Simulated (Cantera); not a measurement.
A closed system holds: 1 mol C, 0.25 mol H2O, 12 mol H2, held at 2650 °C and 0.0133 bar.

These are equilibrium values from Cantera (NASA tables, ideal gas, pure condensed phases), not measurements of a reactor. Candidate condensed phases: C, C6H6, C7H8, C8H18, H2O; 110 gas species. Equilibrium is a limit: real reactors are often held back by kinetics, nucleation or transport.

Base state: H 0.627, H2 0.341, CO 0.0136, C2H2 (acetylene) 0.00957, C3 0.00431, C2H 0.00270, C 0.00135, C2 0.000572 (mole fractions); condensed: gas only.

**Question.** What changes in the equilibrium state with this change: temperature from 2650 °C to 1400 °C?

**Answer.** 
```csv
species,before,after
H2,0.341,0.979
CO,0.0136,0.0200
H,0.627,0.000977
C2H2 (acetylene),0.00957,5.59e-5
C3,0.00431,<1e-9
C2H,0.00270,<1e-9
C,0.00135,<1e-9
C2,0.000572,<1e-9
"C(graphite), mol",0,0.748
```
